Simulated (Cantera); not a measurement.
Charge: 1 mol Fe(CO)5, 0.062 mol CO, 0.35 mol H2, at 925 °C and 8700 Pa.

These are equilibrium values from Cantera (NASA tables, ideal gas, pure condensed phases), not measurements of a reactor. Candidate condensed phases: C, C6H6, C7H8, C8H18, Fe, Fe(CO)5, FeO, Fe(OH)2, Fe(OH)3, Fe2O3, Fe3O4, H2O; 114 gas species. Condensed phases not in the tables: cementite and carbon dissolved in iron. Kinetics and transport are ignored.

Base state: CO 0.934, H2 0.0646, CO2 0.00147, H2O 0.000139 (mole fractions); condensed: C(graphite) + Fe(γ).

### Question
What changes in the equilibrium state with this change: H2 from 0.35 to 2.5 mol?

### Answer
```
species             before     after
----------------  --------  --------
CO                   0.934     0.668
H2                  0.0646     0.330
CO2                0.00147  0.000755
CH4                5.83e-6  0.000152
H2O               0.000139  0.000510
C(graphite), mol   0.00869   0.00840
Fe(γ), mol            1.00      1.00
```
